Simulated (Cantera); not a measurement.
What does this Cantera script print?

```python
import numpy as np
import cantera as ct

gas = ct.Solution("SiF4_NH3_mec.yaml", "gas")
gas.TPX = 1825, 16000, {'NH3': 1, 'N2': 0.12}
inlet = ct.Reservoir(gas, clone=True)

reactor = ct.IdealGasConstPressureReactor(gas, energy="off", clone=False)
exhaust = ct.Reservoir(gas, clone=True)
tau = [16, 6.9, 3, 1.3, 0.59, 0.26, 0.11, 0.05, 0.022, 0.0097][0]
for a, b in ((inlet, reactor), (reactor, exhaust)):
    ct.MassFlowController(a, b, mdot=lambda t: reactor.mass / tau)
net = ct.ReactorNet([reactor])
show = ['NH3', 'NH2', 'N', 'H2', 'H', 'N2H4', 'NH']

rows = []
print(f"{'tau/s':>10s}{'T/K':>9s}" + "".join(f"{s:>11s}" for s in show))
for tau in [16, 6.9, 3, 1.3, 0.59, 0.26, 0.11, 0.05, 0.022, 0.0097]:
    net.initial_time = 0.0
    net.advance(30 * tau)
    before = gas.X
    net.advance(40 * tau)
    drift = np.max(np.abs(gas.X - before) / (gas.X + 1e-9))
    rows.append([gas.T, *gas[show].X, drift])
    print(f"{tau:10.3e}{gas.T:9.1f}" + "".join(f"{x:11.3e}" for x in gas[show].X))
```

It prints:

```
     tau/s      T/K        NH3        NH2          N         H2          H       N2H4         NH
 1.600e+01   1825.0  6.415e-02  8.537e-05  1.741e-07  6.564e-01  3.227e-04  2.573e-09  1.890e-06
 6.900e+00   1825.0  1.265e-01  1.359e-04  1.770e-07  6.070e-01  2.411e-04  6.528e-09  2.408e-06
 3.000e+00   1825.0  2.334e-01  2.056e-04  1.733e-07  5.223e-01  1.701e-04  1.494e-08  2.941e-06
 1.300e+00   1825.0  3.904e-01  2.896e-04  1.614e-07  3.979e-01  1.092e-04  2.966e-08  3.392e-06
 5.900e-01   1825.0  5.582e-01  3.674e-04  1.418e-07  2.649e-01  6.459e-05  4.775e-08  3.631e-06
 2.600e-01   1825.0  7.047e-01  4.320e-04  1.123e-07  1.488e-01  3.389e-05  6.604e-08  3.619e-06
 1.100e-01   1825.0  8.023e-01  4.794e-04  7.406e-08  7.142e-02  1.598e-05  8.130e-08  3.339e-06
 5.000e-02   1825.0  8.496e-01  5.073e-04  4.188e-08  3.396e-02  7.717e-06  9.103e-08  2.954e-06
 2.200e-02   1825.0  8.735e-01  5.203e-04  1.990e-08  1.496e-02  3.522e-06  9.577e-08  2.567e-06
 9.700e-03   1825.0  8.845e-01  5.134e-04  8.749e-09  6.324e-03  1.579e-06  9.325e-08  2.241e-06
```

Computed with Cantera and the gas-phase N/H chemistry of the illustrative SiF4/NH3 mechanism in the Surface Chemkin manual (1991). Walls and surfaces, which speed up NH3 decomposition in real reactors, are not modelled.
